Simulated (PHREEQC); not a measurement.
Solution (20 °C and 300 atm): 0.026 mol H2SO4, 0.0013 mol Al2(SO4)3 and 7.6e-05 mol Na2SO4 per kg of water. Closed to the air; pH follows from the charge balance.

Computed with PHREEQC (ion-association model, phreeqc.dat).

This is a speciation only: nothing precipitates in the calculation.

Question: Predict the pH, density, ionic strength.

Answer: pH 1.50; density 1.014 g/cm³; ionic strength 0.0551 mol/kgw.

Question: In which forms is Na present?

Answer: Na+ 97 %, NaSO4- 2.7 % of the Na.

Under pressure, the constants of complexes without a molar volume in the database are unreliable.
